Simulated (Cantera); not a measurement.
Cantera run:

```python
import numpy as np
import cantera as ct

gas_names = """
    H HNO HNO2 HNO3 HO2 H2 H2O H2O2 H2S H2SO4 N NH NH2 NH3 NH2OH NO NO2 NO3 N2 N2H2 N2H4 N2O O OH O2 O3
    S SH SN SO SO2 SO3 S2 S2O S8
""".split()
cond_names = """
    H2O(s) H2O(L) H2SO4(L) S(cr1) S(cr2) S(L)
""".split()


# ... load() reads the species with a 1 bar reference pressure and builds the phases ...
atoms = {
    'H2S': {'H': 2, 'S': 1},
    'H2O': {'H': 2, 'O': 1},
    'N2': {'N': 2},
}
top_T = {}  # K; cautious upper limits of use, not melting points


# ... equilibrate(T, P, feed) seeds the gas with the atoms and calls Mixture.equilibrate('TP', solver="vcs", rtol=1e-11, max_steps=5000) ...
results = []
feed = {'H2S': 1, 'H2O': 0.47, 'N2': 0.75}  # mol
P = 36  # Pa
for T in [1675, 1775, 1875, 1975, 2075, 2175, 2275, 2375, 2475, 2575]:
    mix = equilibrate(T, P, feed)
    results.append((T, P, feed, dict(zip(mix.species_names, mix.species_moles))))
    x = sorted(zip(gas.X, gas.species_names), reverse=True)
    print(f"T = {T:g} K  P = {P:g} Pa  gas = {mix.phase_moles(0):.4g} mol")
    print("   x: " + "  ".join(f"{s} {v:.3e}" for v, s in x if v > 1e-06))
    print("   condensed (mol): " + ("  ".join(f"{mix.phase(i).name} {mix.phase_moles(i):.4g}"
          for i in range(1, mix.n_phases) if mix.phase_moles(i) > 1e-12) or "none"))
```

It prints:

```
T = 1675 K  P = 36 Pa  gas = 2.765 mol
   x: H2 3.943e-01  N2 2.713e-01  S2 1.577e-01  H2O 1.267e-01  SO2 1.491e-02  SO 1.325e-02  SH 7.518e-03  S 5.255e-03  H2S 5.050e-03  H 3.843e-03  S2O 2.034e-04  OH 5.970e-05
   condensed (mol): none
T = 1775 K  P = 36 Pa  gas = 2.803 mol
   x: H2 4.026e-01  N2 2.675e-01  S2 1.450e-01  H2O 1.085e-01  SO 2.314e-02  SO2 1.780e-02  S 1.215e-02  SH 9.829e-03  H 9.679e-03  H2S 3.426e-03  S2O 2.052e-04  OH 1.625e-04  O 3.050e-06  NO 2.931e-06  SN 1.285e-06
   condensed (mol): none
T = 1875 K  P = 36 Pa  gas = 2.863 mol
   x: H2 4.040e-01  N2 2.620e-01  S2 1.274e-01  H2O 8.992e-02  SO 3.579e-02  S 2.500e-02  H 2.196e-02  SO2 1.893e-02  SH 1.206e-02  H2S 2.323e-03  OH 3.810e-04  S2O 1.892e-04  O 1.567e-05  NO 8.255e-06  SN 2.459e-06  O2 1.528e-06
   condensed (mol): none
T = 1975 K  P = 36 Pa  gas = 2.954 mol
   x: H2 3.942e-01  N2 2.539e-01  S2 1.046e-01  H2O 7.196e-02  SO 4.958e-02  S 4.593e-02  H 4.528e-02  SO2 1.826e-02  SH 1.372e-02  H2S 1.530e-03  OH 7.876e-04  S2O 1.580e-04  O 6.656e-05  NO 2.028e-05  O2 5.254e-06  SN 4.204e-06
   condensed (mol): none
T = 2075 K  P = 36 Pa  gas = 3.09 mol
   x: H2 3.687e-01  N2 2.427e-01  H 8.524e-02  S2 7.752e-02  S 7.494e-02  SO 6.197e-02  H2O 5.563e-02  SO2 1.629e-02  SH 1.419e-02  OH 1.468e-03  H2S 9.446e-04  O 2.434e-04  S2O 1.177e-04  NO 4.484e-05  O2 1.570e-05  SN 6.371e-06
   condensed (mol): none
T = 2175 K  P = 36 Pa  gas = 3.281 mol
   x: H2 3.248e-01  N2 2.285e-01  H 1.466e-01  S 1.074e-01  SO 7.043e-02  S2 4.977e-02  H2O 4.167e-02  SO2 1.379e-02  SH 1.299e-02  OH 2.526e-03  O 7.994e-04  H2S 5.239e-04  NO 9.227e-05  S2O 7.666e-05  O2 4.337e-05  SN 8.448e-06
   condensed (mol): none
T = 2275 K  P = 36 Pa  gas = 3.528 mol
   x: H2 2.641e-01  H 2.300e-01  N2 2.125e-01  S 1.342e-01  SO 7.346e-02  H2O 3.012e-02  S2 2.693e-02  SO2 1.133e-02  SH 1.030e-02  OH 4.083e-03  O 2.439e-03  H2S 2.515e-04  NO 1.821e-04  O2 1.165e-04  S2O 4.332e-05  SN 9.748e-06
   condensed (mol): none
T = 2375 K  P = 36 Pa  gas = 3.823 mol
   x: H 3.273e-01  N2 1.960e-01  H2 1.939e-01  S 1.493e-01  SO 7.076e-02  H2O 2.028e-02  S2 1.263e-02  SO2 8.960e-03  SH 7.119e-03  O 6.922e-03  OH 6.095e-03  NO 3.441e-04  O2 3.003e-04  H2S 1.034e-04  S2O 2.158e-05  SN 1.001e-05  N 2.017e-06
   condensed (mol): none
T = 2475 K  P = 36 Pa  gas = 4.152 mol
   x: H 4.207e-01  N2 1.803e-01  S 1.566e-01  H2 1.259e-01  SO 6.207e-02  O 1.726e-02  H2O 1.162e-02  OH 7.815e-03  SO2 6.265e-03  S2 5.684e-03  SH 4.472e-03  O2 6.550e-04  NO 5.876e-04  H2S 3.743e-05  S2O 9.811e-06  SN 9.698e-06  N 5.177e-06
   condensed (mol): none
T = 2575 K  P = 36 Pa  gas = 4.48 mol
   x: H 4.908e-01  N2 1.670e-01  S 1.640e-01  H2 7.228e-02  SO 4.764e-02  O 3.467e-02  OH 7.858e-03  H2O 5.137e-03  SO2 3.374e-03  S2 2.733e-03  SH 2.698e-03  O2 1.005e-03  NO 8.321e-04  H2S 1.257e-05  N 1.236e-05  SN 9.437e-06  S2O 4.113e-06
   condensed (mol): none
```

Equilibrium computed with Cantera from the NASA thermochemical tables; the gas is ideal and each condensed phase is pure.
